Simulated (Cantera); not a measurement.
Input: 1 mol Si₃N₄, 1.3 mol H₂O, 180 mol N₂, at 1575 °C and 2.60 Pa.

Method: chemical equilibrium by Gibbs-energy minimisation in Cantera with the NASA 1993 tables (ideal gas, pure condensed phases). Candidate condensed phases: H₂O, Si, SiO₂, Si₂N₂O, Si₃N₄; 35 gas species. The tables' values for SiN are old estimates; treat these amounts as uncertain. The numbers say what is thermodynamically allowed, not how fast it happens.

What is the equilibrium state?


* **x(N₂)**: 0.974
* **x(Si)**: 0.00907
* **x(SiO)**: 0.00696
* **x(H)**: 0.00638
* **x(H₂)**: 0.00376
* **x(SiN)**: 1.76e-5
* **x(SiH)**: 2.83e-6
* **x(Si₂)**: 2.37e-6
* **x(Si₂N)**: 1.01e-6
* **gas amount**: 186.9 mol
* **log10 activity of Si(l) (absent)**: -1.43
